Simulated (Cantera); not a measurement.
An adiabatic, constant-volume homogeneous reactor starts with CH₄ : O₂ : N₂ : H₂O = 1 : 4.88 : 18.3 : 0.61 (molar parts), equivalence ratio 0.41, at 1675 K and 5.00 bar. Integrator tolerance rtol = 1e-08.

Computed with Cantera and GRI-Mech 3.0 (53 species, 325 reactions).

Question: What does this change do: initial temperature 1675 to 1075 K?

Answer: 
```tsv
quantity	before	after
time of steepest temperature rise	57.2 µs	37.7 ms
temperature at 8.00 s	2581 K	2143 K
equilibrium temperature	2581 K	2143 K
x(CH₄) at 8.00 s	<1e-12 (gas-phase equilibrium <1e-12)	<1e-12 (gas-phase equilibrium <1e-12)
x(O₂) at 8.00 s	0.105 (gas-phase equilibrium 0.105)	0.112 (gas-phase equilibrium 0.112)
x(H₂O) at 8.00 s	0.0989 (gas-phase equilibrium 0.0989)	0.104 (gas-phase equilibrium 0.104)
x(O) at 8.00 s	0.00249 (gas-phase equilibrium 0.00249)	0.000199 (gas-phase equilibrium 0.000199)
x(CO) at 8.00 s	0.00235 (gas-phase equilibrium 0.00235)	0.000154 (gas-phase equilibrium 0.000154)
x(C₂H₆) at 8.00 s	<1e-12 (gas-phase equilibrium <1e-12)	<1e-12 (gas-phase equilibrium <1e-12)
x(C₂H₂) at 8.00 s	<1e-12 (gas-phase equilibrium <1e-12)	<1e-12 (gas-phase equilibrium <1e-12)
```

Question: What does this change do: CH4 1 to 1.4 parts?

Answer: 
```json
[
 {"quantity": "time of steepest temperature rise", "before": "57.2 µs", "after": "60.3 µs"},
 {"quantity": "temperature at 8.00 s", "before": "2581 K", "after": "2794 K"},
 {"quantity": "equilibrium temperature", "before": "2581 K", "after": "2794 K"},
 {"quantity": "x(CH₄) at 8.00 s", "before": "<1e-12 (gas-phase equilibrium <1e-12)", "after": "<1e-12 (gas-phase equilibrium <1e-12)"},
 {"quantity": "x(O₂) at 8.00 s", "before": "0.105 (gas-phase equilibrium 0.105)", "after": "0.0713 (gas-phase equilibrium 0.0713)"},
 {"quantity": "x(H₂O) at 8.00 s", "before": "0.0989 (gas-phase equilibrium 0.0989)", "after": "0.121 (gas-phase equilibrium 0.121)"},
 {"quantity": "x(O) at 8.00 s", "before": "0.00249 (gas-phase equilibrium 0.00249)", "after": "0.00489 (gas-phase equilibrium 0.00489)"},
 {"quantity": "x(CO) at 8.00 s", "before": "0.00235 (gas-phase equilibrium 0.00235)", "after": "0.00880 (gas-phase equilibrium 0.00880)"},
 {"quantity": "x(C₂H₆) at 8.00 s", "before": "<1e-12 (gas-phase equilibrium <1e-12)", "after": "<1e-12 (gas-phase equilibrium <1e-12)"},
 {"quantity": "x(C₂H₂) at 8.00 s", "before": "<1e-12 (gas-phase equilibrium <1e-12)", "after": "<1e-12 (gas-phase equilibrium <1e-12)"}
]
```
